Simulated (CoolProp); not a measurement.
Model: reference Helmholtz-energy equation of state, Lemmon 2016, in CoolProp.

Question: For R227EA, give the phase and the speed of sound (m/s), expansivity (1/kK), fugacity coefficient at 259.9 K and 4.14 MPa; 352.1 K and 4.14 MPa; 475 K and 4.14 MPa.

Answer: 
- 259.9 K and 4.14 MPa: liquid; speed of sound 604, expansivity 2.13, fugacity coefficient 0.0325
- 352.1 K and 4.14 MPa: liquid; speed of sound 256, expansivity 5.38, fugacity coefficient 0.364
- 475 K and 4.14 MPa: supercritical; speed of sound 132, expansivity 4.73, fugacity coefficient 0.816
